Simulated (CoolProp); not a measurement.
Vapour-liquid equilibrium of ethylbenzene (1) + p-xylene (2) at 0.00846 MPa; x and y are mole fractions of (1).

Model: multi-fluid Helmholtz-energy mixture model, Zhou 2012 and Zhou 2012; pair parameters Bell 2016, in CoolProp.

Give the bubble temperature and the first vapour's composition at x = 0.05, 0.65, 0.8. Is there an azeotrope?

x = 0.05: 337.8 K, y = 0.055; x = 0.65: 336.7 K, y = 0.664; x = 0.8: 336.5 K, y = 0.809. No azeotrope shows between x = 0.05 and 0.95.

The pair parameters rest on a limited set of measurements; away from them the model extrapolates.
